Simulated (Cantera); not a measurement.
Input: 1 mol SiO₂, 0.8 mol C, 8.4 mol H₂, held at 13300 Pa.

These are equilibrium values from Cantera (NASA tables, ideal gas, pure condensed phases), not measurements of a reactor. Candidate condensed phases: C, C₆H₆, C₇H₈, C₈H₁₈, H₂O, Si, SiC, SiO₂; 123 gas species. Mutual solubility and eutectic melting of coexisting phases are not modelled. The tables hold silica as quartz up to 1696 K and as liquid above; real silica turns to tridymite and cristobalite and melts near 1996 K. Equilibrium is a limit: real reactors are often held back by kinetics, nucleation or transport.

### Question
Which condensed phases are stable at each of these points (T (K)): 1475, 1500, 1525, 1550, 1575, 1600, 1625, 1650, 1675, 1700, 1725, 1750?

### Answer
```tsv
T (K)	condensed phases	Si condensed (%)
1475	SiC(s) + SiO₂(β-quartz)	99.8
1500	SiC(s) + SiO₂(β-quartz)	99.6
1525	SiC(s) + SiO₂(β-quartz)	99.2
1550	SiC(s) + SiO₂(β-quartz)	98.6
1575	SiC(s) + SiO₂(β-quartz)	97.4
1600	SiC(s) + SiO₂(β-quartz)	95.4
1625	SiC(s) + SiO₂(β-quartz)	92.1
1650	SiC(s) + SiO₂(β-quartz)	86.6
1675	SiC(s) + SiO₂(β-quartz)	77.5
1700	SiC(s) + SiO₂(condensed)	62.9
1725	SiC(s) + SiO₂(condensed)	39.7
1750	SiO₂(condensed)	19.9
```

From 1475 K to 1675 K the condensed part is SiC(s) + SiO₂(β-quartz). From 1700 K to 1725 K the condensed part is SiC(s) + SiO₂(condensed). At 1750 K the condensed part is SiO₂(condensed).
